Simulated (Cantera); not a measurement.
**Metals in furnace atmospheres: Cu + O2 + H2**

Input: 1 mol Cu, 0.51 mol O2, 1.5 mol H2, held at 1577 °C and 17.0 Pa.

Equilibrium computed with Cantera from the NASA thermochemical tables; the gas is ideal and each condensed phase is pure. Candidate condensed phases: Cu, CuO, Cu(OH)2, Cu2O, H2O; 12 gas species. The numbers say what is thermodynamically allowed, not how fast it happens.

```
Item                                 Result
--------------------------------  ---------
x(H2O)                                0.400
x(Cu)                                 0.396
x(H2)                                 0.183
x(H)                                 0.0177
x(OH)                               0.00285
x(O)                               0.000210
x(O2)                              0.000202
x(Cu2)                              6.62e-5
x(CuO)                              9.15e-6
gas amount                        2.527 mol
log10 activity of Cu(l) (absent)      -1.15
```
